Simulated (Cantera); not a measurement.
An isothermal, constant-pressure homogeneous reactor starts with 37.0 % C2H6, 63.0 % N2, at 1023 K and 0.133 bar.

Cantera simulation using GRI-Mech 3.0 (53 species, 325 reactions); the numbers are that mechanism's predictions, not measurements. GRI-Mech 3.0 stops at C3 and has no aromatics, soot or wall deposition, so with more carbon than oxygen in the feed, carbon stays in small species such as C2H2 where larger ones or solid carbon would form.

Question: Predict: x(C2H6) at 90.0 s; x(H2) at 90.0 s; x(C2H4) at 90.0 s; x(CH3) at 90.0 s; x(H) at 90.0 s; x(C2H2) at 90.0 s.

Answer: 
```json
{
 "x(C2H6) at 90.0 s": "0.0121 (gas-phase equilibrium 0.000614)",
 "x(H2) at 90.0 s": "0.232 (gas-phase equilibrium 0.0368)",
 "x(C2H4) at 90.0 s": "0.217 (gas-phase equilibrium 0.0687)",
 "x(CH3) at 90.0 s": "4.92e-7 (gas-phase equilibrium 3.38e-7)",
 "x(H) at 90.0 s": "1.16e-7 (gas-phase equilibrium 2.19e-9)",
 "x(C2H2) at 90.0 s": "0.0205 (gas-phase equilibrium 0.0454)"
}
```
